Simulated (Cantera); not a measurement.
A Cantera script and what it prints.

```python
import numpy as np
import cantera as ct

gas_names = """
    CL CL2 H HCL H2 Mg MgCL MgCL2 MgH Mg2
""".split()
cond_names = """
    Mg(cr) Mg(L) MgCL2(s) MgCL2(L)
""".split()


# ... load() reads the species with a 1 bar reference pressure and builds the phases ...
atoms = {
    'MgCl2': {'Mg': 1, 'CL': 2},
    'H2': {'H': 2},
}
top_T = {}  # K; cautious upper limits of use, not melting points


# ... equilibrate(T, P, feed) seeds the gas with the atoms and calls Mixture.equilibrate('TP', solver="vcs", rtol=1e-11, max_steps=5000) ...
results = []
feed = {'MgCl2': 1, 'H2': 1.2}  # mol
P = 13332.2  # Pa
for T in [650, 850, 1050, 1250, 1450, 1650, 1850]:
    mix = equilibrate(T, P, feed)
    results.append((T, P, feed, dict(zip(mix.species_names, mix.species_moles))))

top = {s: max(r[3][s] / sum(r[3][g] for g in gas_names) for r in results) for s in gas_names}
cols = sorted((s for s in top if top[s] > 1e-05), key=lambda s: -top[s])[:8]
seen = [c for c in cond_names if any(r[3].get(c, 0) > 1e-12 for r in results)]
print("log10 of partial pressures in bar; condensed amounts in mol")
print(f"{'T/K':>10s}" + "".join(f"{s[:9]:>10s}" for s in cols + seen))
for T, P, feed, n in results:
    ng = sum(n[g] for g in gas_names)
    print(f"{T:10.4g}" + "".join(f"{np.log10(max(n[s] / ng * P / 1e5, 1e-99)):10.3f}" for s in cols)
          + "".join(f"{n.get(c, 0):10.4g}" for c in seen))
```

Result:

```
log10 of partial pressures in bar; condensed amounts in mol
       T/K        H2     MgCL2       HCL        Mg      MgCL         H       MgH        CL  MgCL2(s)  MgCL2(L)
       650    -0.875   -10.438   -11.217   -11.518   -16.315   -15.299   -14.864   -25.570         1         0
       850    -0.875    -5.878    -7.486    -7.788   -10.706   -11.126   -10.749   -17.736         1         0
      1050    -0.877    -3.244    -5.246    -5.551    -7.373    -8.529    -8.277   -12.939         0    0.9948
      1250    -0.938    -1.748    -3.843    -4.159    -5.325    -6.785    -6.755    -9.757         0    0.8133
      1450    -1.142    -1.222    -3.065    -3.397    -4.247    -5.595    -5.978    -7.608         0         0
      1650    -1.151    -1.233    -2.568    -2.905    -3.681    -4.617    -5.402    -6.140         0         0
      1850    -1.170    -1.255    -2.188    -2.529    -3.252    -3.854    -4.966    -4.991         0         0
```

Cantera equilibrium calculation (NASA polynomials, part measured and part estimated; ideal gas, pure solids and liquids). The tables' values for MgH are old estimates; treat these amounts as uncertain.
